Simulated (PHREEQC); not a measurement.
0.018 g of hydrous ferric oxide (600 m²/g; 0.2 weak and 0.005 strong sites per Fe, Dzombak-Morel constants, diffuse double layer) in 1 kg of water with 0.05 mol/kgw of an inert sodium salt and 1.3e-06 mol/kgw H3BO3, at 25 °C; the pH is set by adding NaOH or the inert anion's acid. O2 is buffered at 0.21 atm. CO2 from the air is kept out. Nothing may precipitate in this run.

All values are PHREEQC results (ion-association model, wateq4f.dat), not measurements.

| pH | B sorbed (%) | surface charge σ (C/m²) | surface potential ψ (mV) |
|---|---|---|---|
| 3 | 0.0 | 0.357 | 169 |
| 3.38 | 0.0 | 0.342 | 167 |
| 3.75 | 0.0 | 0.317 | (withheld) |
| 4.12 | 0.0 | 0.281 | 158 |
| 4.5 | 0.0 | 0.238 | 149 |
| 4.88 | 0.0 | 0.194 | 139 |
| 5.25 | 0.0 | (withheld) | (withheld) |
| 5.62 | 0.0 | 0.119 | 114 |
| 6 | 0.0 | 0.089 | (withheld) |
| 6.38 | 0.0 | 0.064 | (withheld) |
| 6.75 | 0.0 | 0.045 | (withheld) |
| 7.12 | 0.0 | 0.030 | 50 |
| 7.5 | 0.0 | 0.017 | 31 |
| 7.88 | 0.0 | 0.006 | 12 |
| 8.25 | 0.0 | -0.004 | -7 |
| 8.62 | 0.0 | (withheld) | -26 |
| 9 | 0.0 | -0.026 | -45 |

Some entries are withheld; supply them.


- 3.75, surface potential ψ (mV): 164
- 5.25, surface charge σ (C/m²): 0.154
- 5.25, surface potential ψ (mV): 127
- 6, surface potential ψ (mV): 99
- 6.38, surface potential ψ (mV): 84
- 6.75, surface potential ψ (mV): 67
- 8.62, surface charge σ (C/m²): -0.014

Complexes and solids missing from the database can't appear. The oxide is taken as insoluble; below pH 4 it would dissolve.
